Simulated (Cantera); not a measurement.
An adiabatic, constant-pressure homogeneous reactor starts with CH4 : H2 : O2 : N2 = 1 : 1.2 : 5.65 : 21.3 (molar parts), at 1375 K and 750 Torr. Integrator tolerance rtol = 1e-08.

Computed with Cantera and GRI-Mech 3.0 (53 species, 325 reactions).

What does this change do: initial temperature 1375 to 1298 K?


| quantity | before | after |
|---|---|---|
| time of steepest temperature rise | 0.140 ms | 0.225 ms |
| temperature at 2.00 s | 2305 K | 2248 K |
| equilibrium temperature | 2305 K | 2248 K |
| x(CH4) at 2.00 s | <1e-12 (gas-phase equilibrium <1e-12) | <1e-12 (gas-phase equilibrium <1e-12) |
| x(H2) at 2.00 s | 0.000732 (gas-phase equilibrium 0.000732) | 0.000528 (gas-phase equilibrium 0.000528) |
| x(O2) at 2.00 s | 0.0998 (gas-phase equilibrium 0.0998) | 0.101 (gas-phase equilibrium 0.101) |
| x(C2H4) at 2.00 s | <1e-12 (gas-phase equilibrium <1e-12) | <1e-12 (gas-phase equilibrium <1e-12) |
| x(CO2) at 2.00 s | 0.0336 (gas-phase equilibrium 0.0336) | 0.0340 (gas-phase equilibrium 0.0340) |

What does this change do: initial temperature 1375 to 1225 K?


| quantity | before | after |
|---|---|---|
| time of steepest temperature rise | 0.140 ms | 0.384 ms |
| temperature at 2.00 s | 2305 K | 2193 K |
| equilibrium temperature | 2305 K | 2193 K |
| x(CH4) at 2.00 s | <1e-12 (gas-phase equilibrium <1e-12) | <1e-12 (gas-phase equilibrium <1e-12) |
| x(H2) at 2.00 s | 0.000732 (gas-phase equilibrium 0.000732) | 0.000376 (gas-phase equilibrium 0.000376) |
| x(O2) at 2.00 s | 0.0998 (gas-phase equilibrium 0.0998) | 0.101 (gas-phase equilibrium 0.101) |
| x(C2H4) at 2.00 s | <1e-12 (gas-phase equilibrium <1e-12) | <1e-12 (gas-phase equilibrium <1e-12) |
| x(CO2) at 2.00 s | 0.0336 (gas-phase equilibrium 0.0336) | 0.0343 (gas-phase equilibrium 0.0343) |
